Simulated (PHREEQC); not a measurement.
PHREEQC input (Pitzer model, pitzer.dat):

```
SOLUTION 1
  temp 25
  units mol/kgw
  pH 7 charge
  Cl 0.25
  K 0.25
  B 0.06
  Na 0.03
END
USE solution 1
INCREMENTAL_REACTIONS false
REACTION 1
  H2O -1
  0 9.886 18.011 24.689 30.178 34.689 38.397 41.444
  43.949 46.007 47.699 49.089 50.232 51.172 51.944 52.578
  53.1 53.528 53.88 54.17 54.408 54.603 54.764 54.896
  55.005 55.094 55.168 55.228 moles
EQUILIBRIUM_PHASES 1
  Halite 0 0
  Sylvite 0 0
  Borax 0 0
  Boric_acid,s 0 0
  KB5O8:4H2O 0 0
  K2B4O7:4H2O 0 0
  NaBO2:4H2O 0 0
  NaB5O8:5H2O 0 0
  Teepleite 0 0
SELECTED_OUTPUT 1
  -reset false
  -pH true
  -pe true
  -ionic_strength true
  -water true
  -activities H2O
  -totals B Cl K Na
  -molalities H+ Na+ K+ Cl- B(OH)3 OH- B(OH)4- B3O3(OH)4- B4O5(OH)4-2
  -equilibrium_phases Halite Sylvite Borax Boric_acid,s KB5O8:4H2O K2B4O7:4H2O NaBO2:4H2O NaB5O8:5H2O Teepleite
PRINT
  -reset false
END
```

Selected output (columns that matter, 18 of 28 rows; water left (kg) added in front):

```
water left (kg)	pH	mu	B	Cl	K	Na	m_H+	m_Na+	m_K+	m_Cl-	la_H2O	Sylvite	Borax	K2B4O7:4H2O
1	9.0815	0.28038	0.06	0.25	0.25	0.03	1.1018e-09	0.03	0.25	0.25	-0.0041682	0	0	0
0.67561	9.0723	0.41594	0.088809	0.37004	0.37004	0.044404	1.1322e-09	0.044404	0.37004	0.37004	-0.0060821	0	0	0
0.555366	9.0691	0.50694	0.10804	0.45015	0.45015	0.054018	1.138e-09	0.054018	0.45015	0.45015	-0.0073393	0	0	0
0.375366	9.0642	0.75388	0.15984	0.66602	0.66602	0.079922	1.1285e-09	0.079922	0.66602	0.66602	-0.010677	0	0	0
0.308649	9.062	0.91966	0.1944	0.80998	0.80998	0.097198	1.112e-09	0.097198	0.80998	0.80998	-0.012882	0	0	0
0.208792	9.0575	1.3683	0.28737	1.1974	1.1974	0.14368	1.0502e-09	0.14368	1.1974	1.1974	-0.018813	0	0	0
0.141379	9.0533	2.0333	0.42439	1.7683	1.7683	0.21219	9.4092e-10	0.21219	1.7683	1.7683	-0.027703	0	0	0
0.1164	9.0522	2.4765	0.51546	2.1478	2.1478	0.25773	8.658e-10	0.25773	2.1478	2.1478	-0.033774	0	0	0
0.0789767	9.0556	3.6673	0.75972	3.1655	3.1655	0.37986	6.7678e-10	0.37986	3.1655	3.1655	-0.050861	0	0	0
0.06511	9.0623	4.4569	0.92152	3.8397	3.8397	0.46076	5.6869e-10	0.46076	3.8397	3.8397	-0.062894	0	0	0
0.0442795	9.0634	5.6412	1.132	4.8734	4.7618	0.67751	4.3895e-10	0.67751	4.7618	4.8734	-0.0825	0.03421	0	0.0024695
0.0365516	9.0573	5.7301	1.2091	4.9076	4.6913	0.82076	4.3251e-10	0.82076	4.6913	4.9076	-0.083756	0.070621	0	0.0039518
0.0249652	9.0445	5.9806	1.4422	4.9926	4.512	1.2017	4.1316e-10	1.2017	4.512	4.9926	-0.087208	0.12536	0	0.0059988
0.0165948	9.0436	6.0036	1.4648	4.9996	4.4968	1.2351	4.1132e-10	1.2351	4.4968	4.9996	-0.087518	0.16703	0.0047517	0.0041712
0.0134628	9.0436	6.0036	1.4648	4.9996	4.4968	1.2351	4.1132e-10	1.2351	4.4968	4.9996	-0.087518	0.18269	0.006686	0.003384
0.0087744	9.0436	6.0036	1.4648	4.9996	4.4968	1.2351	4.1132e-10	1.2351	4.4968	4.9996	-0.087518	0.20613	0.0095813	0.0022055
0.00704301	9.0436	6.0036	1.4648	4.9996	4.4968	1.2351	4.1132e-10	1.2351	4.4968	4.9996	-0.087518	0.21479	0.010651	0.0017703
0.00443619	9.0436	6.0036	1.4648	4.9996	4.4968	1.2351	4.1132e-10	1.2351	4.4968	4.9996	-0.087518	0.22782	0.01226	0.0011151
```

Complexes and solids missing from the database can't appear.
